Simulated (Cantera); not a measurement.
An isothermal, constant-pressure homogeneous reactor starts with CH₄ : CO₂ = 1 : 3.2 (molar parts), at 1300 K and 101000 Pa. Integrator tolerance rtol = 1e-08.

Model: GRI-Mech 3.0 (53 species, 325 reactions), integrated in Cantera.

What does this change do: temperature 1300 to 1698 K?


```
quantity                                           before                                      after
----------------  ---------------------------------------  -----------------------------------------
x(CH₄) at 1.00 s    0.235 (gas-phase equilibrium 1.34e-6)    0.00293 (gas-phase equilibrium 4.73e-9)
x(CO₂) at 1.00 s      0.761 (gas-phase equilibrium 0.211)        0.188 (gas-phase equilibrium 0.178)
x(H) at 1.00 s    6.71e-9 (gas-phase equilibrium 4.68e-7)    5.27e-5 (gas-phase equilibrium 5.52e-5)
x(O₂) at 1.00 s     <1e-12 (gas-phase equilibrium <1e-12)  5.34e-10 (gas-phase equilibrium 5.71e-10)
x(CO) at 1.00 s    0.000181 (gas-phase equilibrium 0.466)        0.488 (gas-phase equilibrium 0.499)
```

What does this change do: temperature 1300 to 1923 K?


| quantity | before | after |
|---|---|---|
| x(CH₄) at 1.00 s | 0.235 (gas-phase equilibrium 1.34e-6) | 5.18e-10 (gas-phase equilibrium 5.62e-10) |
| x(CO₂) at 1.00 s | 0.761 (gas-phase equilibrium 0.211) | 0.167 (gas-phase equilibrium 0.167) |
| x(H) at 1.00 s | 6.71e-9 (gas-phase equilibrium 4.68e-7) | 0.000345 (gas-phase equilibrium 0.000345) |
| x(O₂) at 1.00 s | <1e-12 (gas-phase equilibrium <1e-12) | 4.87e-8 (gas-phase equilibrium 4.87e-8) |
| x(CO) at 1.00 s | 0.000181 (gas-phase equilibrium 0.466) | 0.511 (gas-phase equilibrium 0.511) |
